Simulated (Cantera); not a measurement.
## Premixed flame

A freely propagating, adiabatic, planar premixed flame of 9.30 % CH4, 0.344 % H2, 19.0 % O2, 71.4 % N2, unburnt at 600 K and 13000 Pa; mixture-averaged transport, grid criteria slope 0.08 and curve 0.16, no radiation.

Detailed kinetics in Cantera: GRI-Mech 3.0 (53 species, 325 reactions). Burning velocities carry a grid error of a few per cent, more on coarse grids.

```json
[
 {"z (mm)": "-5.96", "T (K)": "600", "u (m/s)": "1.90", "x CH4": "0.0930", "x H2": "0.00401", "x O2": "0.190", "x C2H6": "1.93e-8", "x H": "1.46e-8", "x HO2": "4.87e-7"},
 {"z (mm)": "-3.98", "T (K)": "601", "u (m/s)": "1.91", "x CH4": "0.0928", "x H2": "0.00548", "x O2": "0.189", "x C2H6": "6.66e-7", "x H": "5.95e-7", "x HO2": "5.91e-6"},
 {"z (mm)": "-2.98", "T (K)": "604", "u (m/s)": "1.92", "x CH4": "0.0924", "x H2": "0.00769", "x O2": "0.189", "x C2H6": "5.78e-6", "x H": "5.02e-6", "x HO2": "1.93e-5"},
 {"z (mm)": "-1.99", "T (K)": "641", "u (m/s)": "2.05", "x CH4": "0.0896", "x H2": "0.0130", "x O2": "0.186", "x C2H6": "8.37e-5", "x H": "6.41e-5", "x HO2": "3.82e-5"},
 {"z (mm)": "-0.994", "T (K)": "936", "u (m/s)": "3.04", "x CH4": "0.0691", "x H2": "0.0236", "x O2": "0.163", "x C2H6": "0.000868", "x H": "0.000723", "x HO2": "4.69e-5"},
 {"z (mm)": "-0.497", "T (K)": "1314", "u (m/s)": "4.33", "x CH4": "0.0398", "x H2": "0.0295", "x O2": "0.125", "x C2H6": "0.000797", "x H": "0.00225", "x HO2": "0.000134"},
 {"z (mm)": "0", "T (K)": "1691", "u (m/s)": "5.64", "x CH4": "0.0113", "x H2": "0.0301", "x O2": "0.0782", "x C2H6": "7.88e-5", "x H": "0.00613", "x HO2": "0.000119"},
 {"z (mm)": "0.497", "T (K)": "1858", "u (m/s)": "6.22", "x CH4": "0.00128", "x H2": "0.0242", "x O2": "0.0475", "x C2H6": "6.98e-7", "x H": "0.0111", "x HO2": "1.96e-5"},
 {"z (mm)": "0.994", "T (K)": "1894", "u (m/s)": "6.33", "x CH4": "7.78e-5", "x H2": "0.0198", "x O2": "0.0350", "x C2H6": "<1e-8", "x H": "0.0143", "x HO2": "2.48e-6"},
 {"z (mm)": "1.99", "T (K)": "1914", "u (m/s)": "6.37", "x CH4": "2.69e-7", "x H2": "0.0186", "x O2": "0.0284", "x C2H6": "<1e-8", "x H": "0.0166", "x HO2": "1.29e-6"},
 {"z (mm)": "3.98", "T (K)": "1935", "u (m/s)": "6.42", "x CH4": "<1e-8", "x H2": "0.0191", "x O2": "0.0260", "x C2H6": "<1e-8", "x H": "0.0170", "x HO2": "1.16e-6"},
 {"z (mm)": "7.95", "T (K)": "1963", "u (m/s)": "6.50", "x CH4": "<1e-8", "x H2": "0.0188", "x O2": "0.0249", "x C2H6": "<1e-8", "x H": "0.0158", "x HO2": "1.08e-6"},
 {"z (mm)": "15.9", "T (K)": "2007", "u (m/s)": "6.62", "x CH4": "<1e-8", "x H2": "0.0178", "x O2": "0.0237", "x C2H6": "<1e-8", "x H": "0.0134", "x HO2": "9.77e-7"}
]
```
x: mole fraction of selected species; z is measured from the peak of heat release.

| Item | Result |
|---|---|
| laminar burning velocity | 190 cm/s |
| thermal thickness | 1.99 mm |
| peak x(C2H6) | 0.00104 |
| peak x(H) | 0.0171 |
| peak x(HO2) | 0.000160 |
| grid points | 152 |
